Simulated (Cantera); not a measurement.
A closed system holds: 1 mol Si, 0.074 mol Cl2, 8.5 mol H2, equilibrated at 700 K and 16.0 mbar.

Method: chemical equilibrium by Gibbs-energy minimisation in Cantera with the NASA 1993 tables (ideal gas, pure condensed phases). Candidate condensed phases: Si; 19 gas species. Equilibrium is a limit: real reactors are often held back by kinetics, nucleation or transport.

Base state: H2 0.995, SiCl4 0.00296, SiHCl3 0.00167, HCl 0.000360, SiH2Cl2 6.22e-5 (mole fractions); condensed: Si(s).

### Question
What changes in the equilibrium state with this change: temperature from 700 K to 1498.15 K?

### Answer
| species | before | after |
|---|---|---|
| H2 | 0.995 | 0.983 |
| HCl | 0.000360 | 0.0156 |
| SiCl2 | 9.29e-8 | 0.000798 |
| SiCl4 | 0.00296 | 6.45e-8 |
| H | <1e-9 | 0.000135 |
| SiHCl3 | 0.00167 | 4.17e-7 |
| SiH2Cl2 | 6.22e-5 | 4.28e-7 |
| Si(s), mol | 0.960 | 0.993 |
